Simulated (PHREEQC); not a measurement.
A solution holds 0.003 mol/kgw H3PO4, 0.0024 mol/kgw H2SO4 and 1e-06 mol/kgw H4SiO4, at 25 °C. Closed to the air; pH follows from the charge balance.

The numbers come from PHREEQC with the ion-association model, phreeqc.dat.

Each row changes one thing in this solution. This is a speciation only: nothing precipitates in the calculation.

```json
[
 {"case": "as made", "pH": "2.27", "ionic strength (mol/kgw)": "0.00756", "H2PO4- (mol/kgw)": "0.00174", "SO4-2 (mol/kgw)": "0.00171", "H3PO4 (mol/kgw)": "0.00126", "HSO4- (mol/kgw)": "0.000688"},
 {"case": "H4SiO4 left out", "pH": "2.27", "ionic strength (mol/kgw)": "0.00756", "H2PO4- (mol/kgw)": "0.00174", "SO4-2 (mol/kgw)": "0.00171", "H3PO4 (mol/kgw)": "0.00126", "HSO4- (mol/kgw)": "0.000688"},
 {"case": "9.2e-05 mol/kgw NaCl added", "pH": "2.27", "ionic strength (mol/kgw)": "0.00766", "H2PO4- (mol/kgw)": "0.00174", "SO4-2 (mol/kgw)": "0.00171", "H3PO4 (mol/kgw)": "0.00126", "HSO4- (mol/kgw)": "0.000687"},
 {"case": "H4SiO4 from 1e-06 to 5e-06 mol/kgw", "pH": "2.27", "ionic strength (mol/kgw)": "0.00756", "H2PO4- (mol/kgw)": "0.00174", "SO4-2 (mol/kgw)": "0.00171", "H3PO4 (mol/kgw)": "0.00126", "HSO4- (mol/kgw)": "0.000688"},
 {"case": "diluted 5-fold with water", "pH": "2.87", "ionic strength (mol/kgw)": "0.00185", "H2PO4- (mol/kgw)": "[?]", "SO4-2 (mol/kgw)": "0.000431", "H3PO4 (mol/kgw)": "9.58e-5", "HSO4- (mol/kgw)": "4.92e-5"},
 {"case": "0.0002 mol/kgw HNO3 added", "pH": "2.26", "ionic strength (mol/kgw)": "0.00772", "H2PO4- (mol/kgw)": "[?]", "SO4-2 (mol/kgw)": "[?]", "H3PO4 (mol/kgw)": "[?]", "HSO4- (mol/kgw)": "[?]"},
 {"case": "H4SiO4 replaced by K2SiO3 at the same molality", "pH": "2.27", "ionic strength (mol/kgw)": "0.00756", "H2PO4- (mol/kgw)": "0.00174", "SO4-2 (mol/kgw)": "0.00171", "H3PO4 (mol/kgw)": "0.00126", "HSO4- (mol/kgw)": "0.000687"},
 {"case": "H2SO4 from 0.0024 to 0.0036 mol/kgw", "pH": "2.16", "ionic strength (mol/kgw)": "0.00997", "H2PO4- (mol/kgw)": "0.00156", "SO4-2 (mol/kgw)": "0.00240", "H3PO4 (mol/kgw)": "0.00144", "HSO4- (mol/kgw)": "0.00120"}
]
```

What belongs in the gaps?


- diluted 5-fold with water, H2PO4- (mol/kgw): 0.000504
- 0.0002 mol/kgw HNO3 added, H2PO4- (mol/kgw): 0.00172
- 0.0002 mol/kgw HNO3 added, SO4-2 (mol/kgw): 0.00170
- 0.0002 mol/kgw HNO3 added, H3PO4 (mol/kgw): 0.00128
- 0.0002 mol/kgw HNO3 added, HSO4- (mol/kgw): 0.000700
